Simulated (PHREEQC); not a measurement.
Dissolve 0.0042 mol/kgw KHCO3 and 5.9e-05 mol/kgw NaAlO2 at 24 °C. Closed to the air; pH follows from the charge balance.

Equilibrium calculation in PHREEQC: ion-association model, phreeqc.dat.

Precipitation was switched off in this run.

Q: Estimate the pH, specific conductance, ionic strength.

A: pH 8.28; specific conductance 466 µS/cm; ionic strength 0.00430 mol/kgw.

Q: In which forms is C present?

A: HCO3- 98 %, CO2 1.1 %, CO3-2 1.1 % of the C.

Examples of supersaturated solids here: Gibbsite (slow to form). Others may be too. Complexes and solids missing from the database can't appear.
